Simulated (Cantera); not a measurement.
Source: NASA polynomial tables (part measured, part estimated), evaluated in Cantera. Values are per mole of reaction as written; species without (g) are pure solids or liquids, kept so even where they would boil at 1 bar. NbO: taken at fixed stoichiometry.

10 NO(g) + 4 Nb ⇌ 5 N₂(g) + 2 Nb₂O₅

```csv
T (K),ΔH° (kJ),ΔS° (J/K),ΔG° (kJ),log10 K,condensed phases
2373,-4325.9,-766.7,-2506.6,55.17,"Nb(s), Nb₂O₅(l)"
2473,-4311.4,-760.7,-2430.2,51.33,"Nb(s), Nb₂O₅(l)"
2573,[?],[?],[?],[?],"Nb(s), Nb₂O₅(l)"
2673,[?],[?],[?],[?],"Nb(s), Nb₂O₅(l)"
2773,[?],[?],[?],[?],"Nb(l), Nb₂O₅(l)"
```

### Question
Complete the blanks.

### Answer

- 2573, ΔH° (kJ): -4297.6
- 2573, ΔS° (J/K): -755.2
- 2573, ΔG° (kJ): -2354.4
- 2573, log10 K: 47.80
- 2673, ΔH° (kJ): -4284.4
- 2673, ΔS° (J/K): -750.2
- 2673, ΔG° (kJ): -2279.2
- 2673, log10 K: 44.54
- 2773, ΔH° (kJ): -4378.7
- 2773, ΔS° (J/K): -784.4
- 2773, ΔG° (kJ): -2203.5
- 2773, log10 K: 41.51
